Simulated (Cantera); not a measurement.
# Thermodynamics of oxide etching and cleaning by halides, feed CaO + Cl2 + N2

Charge: 1 mol CaO, 13 mol Cl2, 1.2 mol N2, at 0.0350 bar.

Cantera equilibrium calculation (NASA polynomials, part measured and part estimated; ideal gas, pure solids and liquids). Candidate condensed phases: Ca, CaCl2, CaO; 17 gas species. Condensed phases not in the tables: oxide chlorides. The numbers say what is thermodynamically allowed, not how fast it happens.

```
T (°C)  log p Cl2  log p Cl  log p N2  log p O2  log p CaCl2  n CaCl2(l)
------  ---------  --------  --------  --------  -----------  ----------
927         -1.52     -3.09     -2.52     -2.90        -5.16       0.997
952         -1.53     -2.98     -2.52     -2.90        -4.91       0.995
977         -1.53     -2.87     -2.52     -2.90        -4.68       0.992
1002        -1.54     -2.77     -2.52     -2.91        -4.45       0.986
1027        -1.54     -2.68     -2.53     -2.91        -4.24       0.977
1052        -1.55     -2.59     -2.53     -2.91        -4.03       0.962
1077        -1.56     -2.50     -2.54     -2.92        -3.84       0.940
1102        -1.57     -2.42     -2.54     -2.92        -3.65       0.906
1127        -1.58     -2.34     -2.55     -2.93        -3.46       0.854
```
log p: log10 of the partial pressure in bar; n: condensed amount in mol.

From 927 °C to 1127 °C the condensed part is CaCl2(l). The main Ca-bearing gas is CaCl2 throughout. The share of Ca in condensed phases is highest at 927 °C (99.7 %) and lowest at 1127 °C (85.4 %).
